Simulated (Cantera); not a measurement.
What does this Cantera script print?

```python
import numpy as np
import cantera as ct

gas_names = """
    AL ALH ALN ALO ALOH ALO2 ALO2H AL2 AL2O AL2O2 H HALO HNO HNO2 HNO3 HO2 H2 H2O H2O2 N NH NH2 NH3
    NH2OH NO NO2 NO3 N2 N2H2 N2H4 N2O O OH O2 O3
""".split()
cond_names = """
    AL(cr) AL(L) ALN(s) AL2O3(a) AL2O3(L) H2O(s) H2O(L)
""".split()


def load(file, names, dense=False):
    # The tables refer to 1 bar. Condensed volumes are neglected.
    table = {s.name: s for s in ct.Species.list_from_file(file)}
    out = []
    for n in names:
        d = dict(table[n].input_data)
        d["thermo"] = dict(d["thermo"], **{"reference-pressure": 1e5})
        if dense:
            d["equation-of-state"] = {"model": "constant-volume", "density": "1e6 g/cm^3"}
        out.append(ct.Species.from_dict(d))
    return out


gas = ct.Solution(thermo="ideal-gas", species=load("nasa_gas.yaml", gas_names))
cond = {s.name: ct.Solution(thermo="fixed-stoichiometry", species=[s], name=s.name)
        for s in load("nasa_condensed.yaml", cond_names, dense=True)}
atoms = {
    'AlN': {'AL': 1, 'N': 1},
    'H2': {'H': 2},
    'O2': {'O': 2},
}
top_T = {'ALN(s)': 2750}  # K; cautious upper limits of use, not melting points


def equilibrate(T, P, feed):
    n = {}
    for name, mol in feed.items():
        for a, k in atoms[name].items():
            n[a] = n.get(a, 0.0) + k * mol
    gas.TPX = T, P, n
    mass = sum(n.values()) * gas.mean_molecular_weight
    gas.equilibrate("TP")
    valid = [c for c in cond.values() if c.min_temp <= T <= top_T.get(c.name, c.max_temp)]
    mix = ct.Mixture([(gas, mass / gas.mean_molecular_weight)] + [(c, 0.0) for c in valid])
    mix.T, mix.P = T, P
    mix.equilibrate("TP", solver="vcs", rtol=1e-11, max_steps=5000)
    return mix


results = []
T = 1150  # K
P = 5.4  # Pa
for m in [0.41, 0.49, 0.59, 0.7, 0.83, 0.99, 1.2, 1.4, 1.7, 2, 2.4, 2.8]:
    feed = {'AlN': 1, 'H2': 300, 'O2': m}  # mol
    mix = equilibrate(T, P, feed)
    results.append((T, P, feed, dict(zip(mix.species_names, mix.species_moles))))

top = {s: max(r[3][s] / sum(r[3][g] for g in gas_names) for r in results) for s in gas_names}
cols = sorted((s for s in top if top[s] > 0.001), key=lambda s: -top[s])[:5]
seen = [c for c in cond_names if any(r[3].get(c, 0) > 1e-12 for r in results)]
print("log10 of partial pressures in bar; condensed amounts in mol")
print(f"{'n(O2)':>10s}" + "".join(f"{s[:9]:>10s}" for s in cols + seen))
for T, P, feed, n in results:
    ng = sum(n[g] for g in gas_names)
    print(f"{feed['O2']:10.4g}" + "".join(f"{np.log10(max(n[s] / ng * P / 1e5, 1e-99)):10.3f}" for s in cols)
          + "".join(f"{n.get(c, 0):10.4g}" for c in seen))
```

It prints:

```
log10 of partial pressures in bar; condensed amounts in mol
     n(O2)        H2       H2O        N2    ALN(s)  AL2O3(a)
      0.41    -4.268   -12.315    -7.308    0.4533    0.2733
      0.49    -4.268   -12.289    -7.231    0.3467    0.3267
      0.59    -4.268   -12.262    -7.151    0.2133    0.3933
       0.7    -4.268   -12.238    -7.076   0.06667    0.4667
      0.83    -4.269    -7.541    -7.046         0       0.5
      0.99    -4.269    -7.064    -7.046         0       0.5
       1.2    -4.270    -6.791    -7.046         0       0.5
       1.4    -4.270    -6.632    -7.046         0       0.5
       1.7    -4.271    -6.467    -7.046         0       0.5
         2    -4.272    -6.348    -7.046         0       0.5
       2.4    -4.273    -6.227    -7.046         0       0.5
       2.8    -4.274    -6.133    -7.046         0       0.5
```

These are equilibrium values from Cantera (NASA tables, ideal gas, pure condensed phases), not measurements of a reactor. Mutual solubility and eutectic melting of coexisting phases are not modelled.
